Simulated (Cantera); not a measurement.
A closed system holds: 1 mol FeS2, 0.21 mol O2, 0.58 mol H2O, held at 9.80 bar.

Equilibrium computed with Cantera from the NASA thermochemical tables; the gas is ideal and each condensed phase is pure. Candidate condensed phases: Fe, FeO, Fe(OH)2, Fe(OH)3, FeS, FeSO4, FeS2, Fe2O3, Fe2(SO4)3, Fe3O4, H2O, H2SO4, S; 22 gas species. FeS: taken at fixed stoichiometry. Equilibrium is a limit: real reactors are often held back by kinetics, nucleation or transport. All values below are at 1725 K.

Base state: H2O 0.389, S2 0.261, SO2 0.222, H2S 0.0722, H2 0.0321, S2O 0.0146, SO 0.00581, SH 0.00322 (mole fractions); condensed: FeS(l).

### Question
What changes in the equilibrium state with this change: FeS2 replaced by MgCO3?

### Answer
```csv
species,before,after
CO2,0,0.559
H2O,0.389,0.324
O2,1.01e-8,0.117
S2,0.261,0
SO2,0.222,0
H2S,0.0722,0
S2O,0.0146,0
H2,0.0321,7.85e-6
SO,0.00581,0
SH,0.00322,0
S,6.44e-5,0
CO,0,4.77e-5
"FeS(l), mol",1.000,0
"MgO(s), mol",0,1.000
```
Further candidate phases: C, C6H6, C7H8, C8H18, Mg, MgCO3, MgO, Mg(OH)2.
